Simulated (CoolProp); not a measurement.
Model: reference Helmholtz-energy equation of state, Lemmon 2006, in CoolProp. It is a short technical equation, of lower accuracy than the large ones.

Give the vapour pressure (MPa), liquid density (kg/m³), vapour density (kg/m³), enthalpy of vaporisation (kJ/kg) of saturated isopentane at 78.65, 103.05 °C.


| T (°C) | p (MPa) | liquid density (kg/m³) | vapour density (kg/m³) | enthalpy of vaporisation (kJ/kg) |
|---|---|---|---|---|
| 78.65 | 0.443 | 556 | 12.5 | 298 |
| 103.05 | 0.771 | 524 | 21.7 | 271 |
